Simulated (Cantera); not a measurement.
Feed: 1 mol CH₃SiCl₃, 0.13 mol C₂H₄, a varied amount of H₂, equilibrated at 2150 °C and 0.570 bar.

Cantera equilibrium calculation (NASA polynomials, part measured and part estimated; ideal gas, pure solids and liquids). Candidate condensed phases: C, C₆H₆, C₇H₈, C₈H₁₈, Si, SiC; 109 gas species. The feed counts by its element totals alone. Gases not in the tables: Si₂H₆ and higher silanes. Rates play no part.

Question: Which condensed phases are stable at each of these points (n(H₂) (mol)): 78, 110, 140, 190, 260, 350, 470, 630, 850, 1100?

Answer: 
```tsv
n(H₂) (mol)	condensed phases	Si condensed (%)
78	SiC(s)	73.0
110	SiC(s)	63.4
140	SiC(s)	53.8
190	SiC(s)	37.3
260	SiC(s)	13.6
350	gas only	0.0
470	gas only	0.0
630	gas only	0.0
850	gas only	0.0
1100	gas only	0.0
```

From 78 mol H₂ to 260 mol H₂ the condensed part is SiC(s). From 350 mol H₂ to 1100 mol H₂ nothing is condensed.
